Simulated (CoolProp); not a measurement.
A single-stage vapour-compression cycle with isobutene: evaporating at 327.15 K (dew point), condensing at 376.15 K (bubble point), superheat 2 K, subcooling 2 K, compressor efficiency 0.85, no pressure losses. Each further row changes one setting.

Model: reference Helmholtz-energy equation of state, Lemmon 2005, in CoolProp. It is a short technical equation, of lower accuracy than the large ones.

```csv
case,cooling COP,pressure ratio,discharge temperature (K),refrigerating effect (kJ/kg),volumetric capacity (kJ/m³)
as stated,3.97,2.87,376.8,197,3200
evaporating temperature 332.15 K,[?],[?],376.9,203,3730
condensing temperature 371.15 K,4.66,[?],371.9,212,3450
subcooling 7 K,[?],2.87,376.8,212,3450
superheat 12 K,[?],2.87,385.5,217,[?]
compressor efficiency 0.75,[?],2.87,379.3,197,3200
```

**Question.** What belongs in the gaps?

**Answer.** 
- evaporating temperature 332.15 K, cooling COP: 4.63
- evaporating temperature 332.15 K, pressure ratio: 2.54
- condensing temperature 371.15 K, pressure ratio: 2.61
- subcooling 7 K, cooling COP: 4.27
- superheat 12 K, cooling COP: 4.11
- superheat 12 K, volumetric capacity (kJ/m³): 3350
- compressor efficiency 0.75, cooling COP: 3.50
